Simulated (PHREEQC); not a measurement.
A solution holds 0.12 mol/kgw KOH, at 20 °C. It is in equilibrium with CO2 at log p = -1 (atm). Otherwise closed; pH follows from the charge balance.

Equilibrium calculation in PHREEQC: Pitzer model, pitzer.dat.

Each row changes one thing in this solution. Precipitation was switched off in this run.

| case | pH | ionic strength (mol/kgw) | HCO3- (mol/kgw) | CO3-2 (mol/kgw) | SI of Kalicinite (KHCO3) |
|---|---|---|---|---|---|
| as made | 7.73 | 0.121 | 0.119 | 0.000626 | -2.54 |
| KOH from 0.12 to 0.06 mol/kgw | 7.46 | 0.0601 | 0.0597 | 0.000140 | -3.08 |
| KOH from 0.12 to 0.132 mol/kgw | 7.77 | 0.133 | 0.131 | 0.000771 | -2.46 |
| diluted 2-fold with water | 7.46 | 0.0601 | 0.0597 | 0.000140 | -3.08 |
| KOH from 0.12 to 0.024 mol/kgw | 7.09 | 0.0240 | 0.0240 | 1.95e-5 | -3.82 |
